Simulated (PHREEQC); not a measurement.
**Copper plating or etch bath: speciation**

Solution (70 °C): 0.0054 mol CuCl2, 0.00062 mol H2SO4 and 0.085 mol Na2SO4 per kg of water. Closed to the air; pH follows from the charge balance.

The numbers come from PHREEQC with the ion-association model, wateq4f.dat.

This is a speciation only: nothing precipitates in the calculation.

Question: Predict the pH.

Answer: pH 3.83.

Question: In which forms is S present?

Answer: SO4-2 77 %, NaSO4- 19 %, CuSO4 3.4 %, HSO4- 1.2 % of the S.

At this temperature some constants are extrapolated from 25 °C, and those without enthalpy data are left unchanged.
